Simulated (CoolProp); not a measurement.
Vapour-liquid equilibrium of carbon dioxide (1) + carbonyl sulfide (2) at -43.05 °C; x and y are mole fractions of (1).

The numbers come from the multi-fluid Helmholtz-energy mixture model, Span 1996 and Lemmon 2006; pair parameters Bell 2016 in CoolProp.

### Question
Give the bubble pressure and the first vapour's composition at x = 0.45, 0.55, 0.65. Is there an azeotrope?

### Answer
x = 0.45: 0.5906 MPa, y = 0.833; x = 0.55: 0.6487 MPa, y = 0.863; x = 0.65: 0.7025 MPa, y = 0.891. No azeotrope shows between x = 0.05 and 0.95.

The pair parameters rest on a limited set of measurements; away from them the model extrapolates.
